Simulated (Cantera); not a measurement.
Hydrocarbon pyrolysis for carbon deposition

An isothermal, constant-pressure homogeneous reactor starts with 21.3 % CH4, 78.7 % N2, at 1973 K and 57000 Pa.

Model: GRI-Mech 3.0 (53 species, 325 reactions), integrated in Cantera. GRI-Mech 3.0 stops at C3 and has no aromatics, soot or wall deposition, so with more carbon than oxygen in the feed, carbon stays in small species such as C2H2 where larger ones or solid carbon would form.

| t (s) | x CH4 | x HCN | x C2H6 | x C2H2 | x CH2 | x C2H4 | x H |
|---|---|---|---|---|---|---|---|
| 4.00e-5 | 0.207 | 1.50e-9 | 0.000107 | 2.88e-5 | 3.61e-6 | 0.000640 | 2.55e-5 |
| 0.000124 | 0.174 | 8.89e-8 | 0.000572 | 0.00327 | 1.45e-5 | 0.00943 | 0.000156 |
| 0.000386 | 0.0878 | 1.33e-6 | 0.000209 | 0.0432 | 1.16e-5 | 0.00642 | 0.000453 |
| 0.00120 | 0.0346 | 4.45e-6 | 3.40e-5 | 0.0717 | 6.08e-6 | 0.000800 | 0.000660 |
| 0.00372 | 0.0109 | 9.74e-6 | 3.81e-6 | 0.0827 | 2.63e-6 | 0.000166 | 0.000813 |
| 0.0116 | 0.00313 | 1.62e-5 | 3.47e-7 | 0.0862 | 9.07e-7 | 0.000106 | 0.000891 |
| 0.0359 | 0.000982 | 2.31e-5 | 3.74e-8 | 0.0871 | 3.01e-7 | 0.000102 | 0.000916 |
| 0.111 | 0.000454 | 3.20e-5 | 1.01e-8 | 0.0874 | 1.41e-7 | 0.000102 | 0.000921 |
| 0.346 | 0.000402 | 5.32e-5 | 8.53e-9 | 0.0874 | 1.25e-7 | 0.000102 | 0.000921 |
| 1.07 | 0.000401 | 0.000125 | 8.51e-9 | 0.0873 | 1.25e-7 | 0.000102 | 0.000921 |
| 3.34 | 0.000401 | 0.000355 | 8.50e-9 | 0.0872 | 1.25e-7 | 0.000102 | 0.000921 |
| 10.4 | 0.000401 | 0.00104 | 8.47e-9 | 0.0869 | 1.25e-7 | 0.000101 | 0.000921 |
| 32.2 | 0.000399 | 0.00299 | 8.39e-9 | 0.0859 | 1.24e-7 | 0.000100 | 0.000921 |
| 100 | 0.000394 | 0.00783 | 8.17e-9 | 0.0835 | 1.23e-7 | 9.73e-5 | 0.000921 |
x: mole fraction; the columns are a selection and need not sum to one.

Equilibrium at this temperature and pressure: CH4 0.000264, HCN 0.101, C2H6 3.66e-9, C2H2 0.0371, CH2 8.22e-8, C2H4 4.32e-5, H 0.000922 (gas phase only).
